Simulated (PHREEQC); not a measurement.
Make-up at 50 °C: 7.8 mmol/kgw ZnSO4, 26 mmol/kgw MgSO4 and 0.32 mmol/kgw HCl. Closed to the air; pH follows from the charge balance.

The numbers come from PHREEQC with the ion-association model, wateq4f.dat.

| quantity | before | after |
|---|---|---|
| pH | 3.91 | 3.76 |
| SO4-2 (mol/kgw) | 0.0156 | 0.00632 |
| HSO4- (mol/kgw) | 0.000174 | 0.000121 |

### Question
Which change was made?
A. diluted 2-fold with water
B. MgSO4 replaced by Cs2SO4 at the same molality
C. ZnSO4 replaced by Rb2SO4 at the same molality
D. MgSO4 from 0.026 to 0.0026 mol/kgw
E. ZnSO4 replaced by FeSO4 at the same molality

### Answer
D, MgSO4 from 0.026 to 0.0026 mol/kgw

No solid was allowed to form. At this temperature some constants are extrapolated from 25 °C, and those without enthalpy data are left unchanged.
